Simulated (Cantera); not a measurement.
A closed system holds: 1 mol HMDSO, 1 mol O₂, at 0.133 bar.

Method: chemical equilibrium by Gibbs-energy minimisation in Cantera with the NASA 1993 tables (ideal gas, pure condensed phases). Candidate condensed phases: C, C₆H₆, C₇H₈, C₈H₁₈, H₂O, Si, SiC, SiO₂; 123 gas species. The feed counts by its element totals alone. Rates play no part. All values below are at 727 °C.

Base state: H₂ 0.988, CH₄ 0.0124 (mole fractions); condensed: C(graphite) + SiC(s) + SiO₂(β-quartz).

What changes in the equilibrium state with this change: HMDSO replaced by Si₂H₆?


| species | before | after |
|---|---|---|
| H₂ | 0.988 | 1.00 |
| CH₄ | 0.0124 | 0 |
| C(graphite), mol | 5.39 | 0 |
| SiC(s), mol | 0.500 | 0 |
| SiO₂(β-quartz), mol | 1.50 | 1.00 |
| Si(s), mol | 0 | 1.00 |
